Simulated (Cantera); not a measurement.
What does this Cantera script print?

```python
import numpy as np
import cantera as ct

gas = ct.Solution("gri30.yaml")
gas.TPX = 1400, 570000, {'CH4': 1, 'O2': 4.76, 'N2': 17.9}
reactor = ct.IdealGasConstPressureReactor(gas, energy="on", clone=False)
net = ct.ReactorNet([reactor])
net.rtol, net.atol = 1e-08, 1e-16
show = ['CH4', 'O2', 'O', 'CO', 'OH', 'CH2O']
times = np.geomspace(6e-06, 7, 13)

steps = ct.SolutionArray(gas, extra=["t"])
rows = []
print(f"{'t/s':>10s}{'T/K':>9s}{'P/Pa':>11s}" + "".join(f"{s:>11s}" for s in show))
for t in times:
    while net.time < t:
        t_next = net.step()
        steps.append(gas.state, t=t_next)
    rows.append([np.interp(t, steps.t, y) for y in (steps.T, steps.P, *steps(*show).X.T)])
    print(f"{t:10.3e}{rows[-1][0]:9.1f}{rows[-1][1]:11.4g}" + "".join(f"{x:11.3e}" for x in rows[-1][2:]))
rate = np.gradient(steps.T, steps.t)
print("integrator steps:", len(steps.t))
if steps.T.max() > steps.T[0] + 200:
    print(f"time of steepest temperature rise: {steps.t[rate.argmax()]:.4e} s")
gas.TPX = 1400, 570000, {'CH4': 1, 'O2': 4.76, 'N2': 17.9}
gas.equilibrate("HP")
print(f"equilibrium (HP): T = {gas.T:.1f} K  " + "  ".join(f"{s} {gas[s].X[0]:.3e}" for s in show))
```

Result:

```
       t/s      T/K       P/Pa        CH4         O2          O         CO         OH       CH2O
 6.000e-06   1400.0    5.7e+05  4.226e-02  2.012e-01  1.326e-09  3.622e-11  2.779e-09  2.848e-08
 1.922e-05   1400.0    5.7e+05  4.226e-02  2.012e-01  3.986e-09  1.433e-09  1.009e-08  3.559e-07
 6.156e-05   1400.0    5.7e+05  4.225e-02  2.012e-01  2.178e-08  9.253e-08  5.648e-08  6.285e-06
 1.972e-04   1401.1    5.7e+05  4.197e-02  2.010e-01  1.342e-07  1.339e-05  3.628e-07  1.343e-04
 6.316e-04   2255.5    5.7e+05  1.465e-17  1.156e-01  1.040e-03  1.343e-03  4.300e-03  7.817e-13
 2.023e-03   2269.4    5.7e+05  7.499e-21  1.155e-01  5.939e-04  4.944e-04  3.319e-03  2.012e-13
 6.481e-03   2267.8    5.7e+05  7.211e-21  1.152e-01  5.871e-04  4.901e-04  3.296e-03  1.979e-13
 2.076e-02   2263.2    5.7e+05  6.727e-21  1.141e-01  5.686e-04  4.782e-04  3.232e-03  1.890e-13
 6.649e-02   2254.5    5.7e+05  5.871e-21  1.121e-01  5.347e-04  4.561e-04  3.113e-03  1.729e-13
 2.130e-01   2249.1    5.7e+05  5.388e-21  1.108e-01  5.147e-04  4.430e-04  3.042e-03  1.637e-13
 6.822e-01   2248.9    5.7e+05  5.365e-21  1.108e-01  5.137e-04  4.423e-04  3.038e-03  1.632e-13
 2.185e+00   2248.9    5.7e+05  5.365e-21  1.108e-01  5.137e-04  4.423e-04  3.038e-03  1.632e-13
 7.000e+00   2248.9    5.7e+05  5.365e-21  1.108e-01  5.137e-04  4.423e-04  3.038e-03  1.632e-13
integrator steps: 1777
time of steepest temperature rise: 5.8360e-04 s
equilibrium (HP): T = 2248.9 K  CH4 8.294e-21  O2 1.108e-01  O 5.137e-04  CO 4.423e-04  OH 3.038e-03  CH2O 1.632e-13
```

Detailed kinetics in Cantera: GRI-Mech 3.0 (53 species, 325 reactions).
